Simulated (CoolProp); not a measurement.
Vapour-liquid equilibrium of R114 (1) + R113 (2) at 280 kPa; x and y are mole fractions of (1).

Values from CoolProp's multi-fluid Helmholtz-energy mixture model, Platzer 1990 and Marx 1992; pair parameters Bell 2016. This equation is an older, rougher fit; its heat capacities, sound speeds and derivatives of the liquid may be far off and weren't checked against measurements.

Question: Give the bubble temperature and the first vapour's composition at x = 0.35, 0.85, 0.95. Is there an azeotrope?

Answer: x = 0.35: 57.9 °C, y = 0.654; x = 0.85: 37.8 °C, y = 0.955; x = 0.95: 34.9 °C, y = 0.986. No azeotrope shows between x = 0.05 and 0.95.

Pair parameters are fitted to limited data, so mixtures are less certain than the pure fluids.
